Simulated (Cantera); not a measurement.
Feed: 1 mol CS2, 0.084 mol SO2, held at 2073 K and 1.20 Torr.

Cantera equilibrium calculation (NASA polynomials, part measured and part estimated; ideal gas, pure solids and liquids). Candidate condensed phases: C, S; 22 gas species. The numbers say what is thermodynamically allowed, not how fast it happens.

Base state: CS 0.357, S2 0.282, CS2 0.185, CO 0.109, S 0.0669, COS 4.16e-5 (mole fractions); condensed: gas only.

### Question
What changes in the equilibrium state with this change: pressure from 1.20 Torr to 0.0975 Torr?

### Answer
```json
[
 {"species": "CS", "before": "0.357", "after": "0.417"},
 {"species": "S2", "before": "0.282", "after": "0.223"},
 {"species": "S", "before": "0.0669", "after": "0.209"},
 {"species": "CS2", "before": "0.185", "after": "0.0550"},
 {"species": "CO", "before": "0.109", "after": "0.0953"},
 {"species": "COS", "before": "4.16e-5", "after": "9.20e-6"}
]
```
